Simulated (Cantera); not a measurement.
A perfectly stirred reactor is fed with H2 : O2 : N2 = 1 : 0.641 : 1.92 (molar parts), equivalence ratio 0.78, at 4.30 bar; it is adiabatic with a 425 K inlet, and is followed from long to short residence time, starting on the burning branch (τ in s: 0.048, 0.019, 0.0077, 0.0031, 0.0012, 0.00049, 0.00019, 7.7e-05, 3.1e-05, 1.2e-05).

Model: GRI-Mech 3.0 (53 species, 325 reactions), integrated in Cantera. The hydrogen kinetics of GRI-Mech 3.0 are dated; newer H2 mechanisms differ, most at raised pressure.

### Question
What does this change do: pressure from 4.30 bar to 1.01 bar?

### Answer
```csv
quantity,before,after
"blow-out, bracketed by the residence times tried","burning at 12.0 µs, the shortest tried","burning at 12.0 µs, the shortest tried"
x(H2) at τ = 48.0 ms,0.00324,0.00575
x(O2) at τ = 48.0 ms,0.0413,0.0424
x(NO2) at τ = 48.0 ms,5.86e-6,2.10e-6
x(H2O2) at τ = 48.0 ms,8.10e-7,3.59e-7
x(H) at τ = 48.0 ms,0.000516,0.00128
x(H2) at τ = 0.490 ms,0.00599,0.0198
x(O2) at τ = 0.490 ms,0.0447,0.0484
x(NO2) at τ = 0.490 ms,4.49e-7,2.94e-8
x(H2O2) at τ = 0.490 ms,8.93e-7,4.49e-7
x(H) at τ = 0.490 ms,0.00128,0.0103
```
